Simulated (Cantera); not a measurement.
An isothermal, constant-pressure homogeneous reactor starts with CH₄ : H₂O = 1 : 1.3 (molar parts), at 1200 K and 760 Torr. Integrator tolerance rtol = 1e-08.

Computed with Cantera and GRI-Mech 3.0 (53 species, 325 reactions).

### Question
What does this change do: temperature 1200 to 1550 K?

### Answer
| quantity | before | after |
|---|---|---|
| x(CH₄) at 5.00 s | 0.433 (gas-phase equilibrium 0.000559) | 0.0512 (gas-phase equilibrium 3.12e-6) |
| x(H₂O) at 5.00 s | 0.565 (gas-phase equilibrium 0.0575) | 0.220 (gas-phase equilibrium 0.0626) |
| x(C₂H) at 5.00 s | <1e-12 (gas-phase equilibrium <1e-12) | 4.92e-9 (gas-phase equilibrium <1e-12) |
| x(HCO) at 5.00 s | <1e-12 (gas-phase equilibrium 2.63e-10) | 3.60e-9 (gas-phase equilibrium 8.02e-9) |
| x(C₂H₆) at 5.00 s | 0.000241 (gas-phase equilibrium 3.40e-10) | 1.74e-5 (gas-phase equilibrium <1e-12) |
